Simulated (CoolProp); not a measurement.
Properties of CH2F2 (R32) along the isotherm 239.9 K.

The numbers come from the reference Helmholtz-energy equation of state, Tillner-Roth 1997 in CoolProp.

```
p (bar)   phase  cp (kJ/(kg K))  isothermal compressibility (1/MPa)  expansivity (1/kK)
-------  ------  --------------  ----------------------------------  ------------------
0.0914      gas          0.7540                               109.7               4.213
0.163       gas             [?]                               61.63               4.248
0.289       gas          0.7681                               34.89               4.311
0.514       gas             [?]                               19.75               4.427
0.914       gas          0.8167                               11.24                 [?]
1.63        gas          0.8847                               6.462               5.108
2.89     liquid           1.623                            0.001954               2.551
5.14     liquid           1.622                            0.001945               2.544
9.14     liquid           1.620                            0.001930               2.531
16.3     liquid           1.616                            0.001904               2.509
28.9     liquid           1.610                            0.001859               2.471
```

Q: Fill in the missing entries.

A: 
- 0.163, cp (kJ/(kg K)): 0.7591
- 0.514, cp (kJ/(kg K)): 0.7848
- 0.914, expansivity (1/kK): 4.649
